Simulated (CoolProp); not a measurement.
A single-stage vapour-compression cycle with R404A: evaporating at 243.15 K (dew point), condensing at 292.15 K (bubble point), superheat 2 K, subcooling 8 K, compressor efficiency 0.7, no pressure losses. Each further row changes one setting.

Computed with CoolProp (reference Helmholtz-energy equation of state, Lemmon 2003). It is a pseudo-pure fit of the blend.

```csv
case,cooling COP,pressure ratio,discharge temperature (K),refrigerating effect (kJ/kg),volumetric capacity (kJ/m³)
as stated,2.81,5.28,315.2,136,1410
evaporating temperature 248.15 K,3.27,4.31,312.4,138,1750
condensing temperature 287.15 K,3.24,4.59,308.9,143,1490
subcooling 13 K,2.96,5.28,315.2,143,1490
superheat 12 K,2.83,5.28,325.8,144,1430
compressor efficiency 0.6,2.41,5.28,322.8,136,1410
```
